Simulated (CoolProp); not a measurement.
Vapour-liquid equilibrium of carbon dioxide (1) + R134a (2) at 7.65 °C; x and y are mole fractions of (1).

The numbers come from the multi-fluid Helmholtz-energy mixture model, Span 1996 and Tillner-Roth 1994; pair parameters Bell 2016 in CoolProp.

```json
[
 {"x": "0.05", "bubble pressure, mixture model (MPa)": "0.5165", "bubble pressure, Raoult's law (MPa)": "0.5762", "y, mixture model": "0.270", "y, Raoult's law": "0.368"},
 {"x": "0.2", "bubble pressure, mixture model (MPa)": "0.9842", "bubble pressure, Raoult's law (MPa)": "1.156", "y, mixture model": "0.647", "y, Raoult's law": "0.735"},
 {"x": "0.35", "bubble pressure, mixture model (MPa)": "1.514", "bubble pressure, Raoult's law (MPa)": "1.735", "y, mixture model": "0.793", "y, Raoult's law": "0.856"},
 {"x": "0.5", "bubble pressure, mixture model (MPa)": "2.072", "bubble pressure, Raoult's law (MPa)": "2.314", "y, mixture model": "___", "y, Raoult's law": "0.917"},
 {"x": "0.65", "bubble pressure, mixture model (MPa)": "___", "bubble pressure, Raoult's law (MPa)": "2.894", "y, mixture model": "0.916", "y, Raoult's law": "0.954"},
 {"x": "0.8", "bubble pressure, mixture model (MPa)": "3.264", "bubble pressure, Raoult's law (MPa)": "3.473", "y, mixture model": "0.952", "y, Raoult's law": "0.978"},
 {"x": "0.95", "bubble pressure, mixture model (MPa)": "___", "bubble pressure, Raoult's law (MPa)": "4.052", "y, mixture model": "0.987", "y, Raoult's law": "0.995"}
]
```

Task: Some entries are withheld; supply them.

Result: 
- 0.5, y, mixture model: 0.868
- 0.65, bubble pressure, mixture model (MPa): 2.648
- 0.95, bubble pressure, mixture model (MPa): 3.973

The largest gap from Raoult's law is -14.9 % in bubble pressure, at x = 0.2. No azeotrope shows between x = 0.05 and 0.95.

The pair parameters rest on a limited set of measurements; away from them the model extrapolates.
